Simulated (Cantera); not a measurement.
Cantera run:

```python
import numpy as np
import cantera as ct

gas_names = [...]  # 151 gases of nasa_gas.yaml made of C, H, N, O, Si
cond_names = """
    C(gr) C6H6(L) C7H8(L) C8H18(L),n-octa H2O(s) H2O(L) Si(cr) Si(L) SiC(b) SiO2(Lqz) SiO2(hqz) SiO2(L)
    Si2N2O(s) Si3N4(a)
""".split()


# ... load() reads the species with a 1 bar reference pressure and builds the phases ...
atoms = {
    'TEOS': {'Si': 1, 'C': 8, 'H': 20, 'O': 4},
    'NO': {'N': 1, 'O': 1},
    'N2': {'N': 2},
}
top_T = {'C(gr)': 4500, 'SiC(b)': 3050, 'Si2N2O(s)': 2100, 'Si3N4(a)': 2400}  # K; cautious upper limits of use, not melting points


# ... equilibrate(T, P, feed) seeds the gas with the atoms and calls Mixture.equilibrate('TP', solver="vcs", rtol=1e-11, max_steps=5000) ...
results = []
feed = {'TEOS': 1, 'NO': 2.7, 'N2': 1.5}  # mol
T = 1148  # K
P = 28000  # Pa
mix = equilibrate(T, P, feed)
results.append((T, P, feed, dict(zip(mix.species_names, mix.species_moles))))
x = sorted(zip(gas.X, gas.species_names), reverse=True)
print(f"T = {T:g} K  P = {P:g} Pa  gas = {mix.phase_moles(0):.4g} mol")
print("   x: " + "  ".join(f"{s} {v:.3e}" for v, s in x if v > 0.001))
print("   condensed (mol): " + ("  ".join(f"{mix.phase(i).name} {mix.phase_moles(i):.4g}"
      for i in range(1, mix.n_phases) if mix.phase_moles(i) > 1e-12) or "none"))
```

Output:

```
T = 1148 K  P = 28000 Pa  gas = 17.46 mol
   x: H2 5.663e-01  CO 2.655e-01  N2 1.632e-01  CH4 2.136e-03  H2O 2.024e-03
   condensed (mol): C(gr) 3.312  SiO2(hqz) 1
```

Method: chemical equilibrium by Gibbs-energy minimisation in Cantera with the NASA 1993 tables (ideal gas, pure condensed phases). The feed counts by its element totals alone. The tables hold silica as quartz up to 1696 K and as liquid above; real silica turns to tridymite and cristobalite and melts near 1996 K.
